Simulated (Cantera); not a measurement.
**Hydrocarbon pyrolysis for carbon deposition**

An isothermal, constant-pressure homogeneous reactor starts with CH₄ : H₂ = 1 : 1.3 (molar parts), at 1800 K and 100.0 Torr.

Computed with Cantera and GRI-Mech 3.0 (53 species, 325 reactions). GRI-Mech 3.0 stops at C3 and has no aromatics, soot or wall deposition, so with more carbon than oxygen in the feed, carbon stays in small species such as C2H2 where larger ones or solid carbon would form.

```
t (s)       x CH₄   x H₂    x C₂H₆    x CH₂     x CH₃
--------  -------  -----  --------  -------  --------
0.000100    0.433  0.565   1.02e-5  1.20e-7   0.00103
0.000217    0.432  0.566   6.79e-5  4.82e-7   0.00213
0.000469    0.425  0.569  0.000293  1.53e-6   0.00404
0.00102     0.399  0.584  0.000574  2.83e-6   0.00564
0.00220     0.338  0.623  0.000469  2.75e-6   0.00513
0.00477     0.253  0.680  0.000272  2.26e-6   0.00395
0.0103      0.164  0.739  0.000123  1.73e-6   0.00271
0.0224     0.0908  0.788   4.18e-5  1.21e-6   0.00162
0.0484     0.0440  0.819   1.10e-5  7.65e-7  0.000850
0.105      0.0197  0.835   2.40e-6  4.21e-7  0.000404
0.227     0.00875  0.842   5.14e-7  2.11e-7  0.000186
0.492     0.00423  0.845   1.39e-7  1.08e-7   9.11e-5
1.07      0.00264  0.846   6.78e-8  6.87e-8   5.71e-5
2.31      0.00233  0.846   5.78e-8  6.09e-8   5.04e-5
5.00      0.00232  0.846   5.75e-8  6.07e-8   5.02e-5
```
x: mole fraction; the columns are a selection and need not sum to one.

Equilibrium at this temperature and pressure: CH₄ 0.00232, H₂ 0.846, C₂H₆ 5.75e-8, CH₂ 6.07e-8, CH₃ 5.02e-5 (gas phase only).
